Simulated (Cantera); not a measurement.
An adiabatic, constant-pressure homogeneous reactor starts with CH₄ : C₂H₆ : O₂ : N₂ = 1 : 0.093 : 1.22 : 4.6 (molar parts), at 1525 K and 1000000 Pa.

Detailed kinetics in Cantera: GRI-Mech 3.0 (53 species, 325 reactions).

One state of this run: T (K) = 2627; x CH₄ = 5.50e-10; x C₂H₆ = <1e-12; x O₂ = 1.03e-5; x CH₃ = 3.44e-10; x H = 0.00517; x CH₂O = 7.36e-8. x: mole fraction; the columns are a selection and need not sum to one.

### Question
Which value of t (s) does it belong to?
(A) 0.000165
(B) 0.000818
(C) 6.68e-6
(D) 3.00e-6

### Answer
B, 0.000818
